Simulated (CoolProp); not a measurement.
Properties of R236FA along the isobar 1.01 bar.

Model: reference Helmholtz-energy equation of state, Pan 2012, in CoolProp.

```
T (°C)   phase  cv (kJ/(kg K))  expansivity (1/kK)  viscosity (µPa s)
------  ------  --------------  ------------------  -----------------
-81.25  liquid          0.8361               1.615                  …
-58.15  liquid               …               1.722                  …
-34.95  liquid          0.8101               1.863                  …
-11.85  liquid          0.8221               2.055                469
11.25      gas               …               4.061               10.4
34.35      gas               …               3.616                  …
57.45      gas               …               3.278               12.2
80.65      gas          0.8605               3.008               13.1
103.75     gas          0.8980               2.788               13.9
126.85     gas          0.9361               2.602               14.8
```

Fill in the missing entries.


- -81.25, viscosity (µPa s): 2210
- -58.15, cv (kJ/(kg K)): 0.8128
- -58.15, viscosity (µPa s): 1090
- -34.95, viscosity (µPa s): 681
- 11.25, cv (kJ/(kg K)): 0.7524
- 34.35, cv (kJ/(kg K)): 0.7875
- 34.35, viscosity (µPa s): 11.3
- 57.45, cv (kJ/(kg K)): 0.8235

Viscosity comes from a separate model (Huber 2003), an estimate that may be off by 10 % or more.
